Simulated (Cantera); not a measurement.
Input (Python, Cantera):

```python
import numpy as np
import cantera as ct

gas = ct.Solution("gri30.yaml")


def delay(T, t_max=10):
    gas.TPX = T, 500000, {'CH3OH': 1, 'O2': 2.24, 'N2': 8.42}
    reactor = ct.IdealGasConstPressureReactor(gas, clone=False)
    net = ct.ReactorNet([reactor])
    net.rtol, net.atol = 1e-8, 1e-16
    while net.time < t_max:
        t_old, T_old = net.time, reactor.T
        net.step()
        if reactor.T > T + 400:  # ignition: a rise of 400 K
            return t_old + (T + 400 - T_old) / (reactor.T - T_old) * (net.time - t_old)
    return np.nan


taus = []
for T in [1225, 1300, 1375, 1450, 1525, 1600, 1675, 1750, 1825, 1900]:
    taus.append(delay(T))
    print(f"T0 = {T:6g} K   tau = {taus[-1]:.4e} s")
```

Output:

```
T0 =   1225 K   tau = 1.8152e-03 s
T0 =   1300 K   tau = 5.9936e-04 s
T0 =   1375 K   tau = 2.3020e-04 s
T0 =   1450 K   tau = 1.0109e-04 s
T0 =   1525 K   tau = 4.9782e-05 s
T0 =   1600 K   tau = 2.6897e-05 s
T0 =   1675 K   tau = 1.5618e-05 s
T0 =   1750 K   tau = 9.5935e-06 s
T0 =   1825 K   tau = 6.1732e-06 s
T0 =   1900 K   tau = 4.1436e-06 s
```

Cantera simulation using GRI-Mech 3.0 (53 species, 325 reactions); the numbers are that mechanism's predictions, not measurements. GRI-Mech 3.0 was tuned for natural gas; its chemistry of methanol as a main component is partial and can be far from experiment.
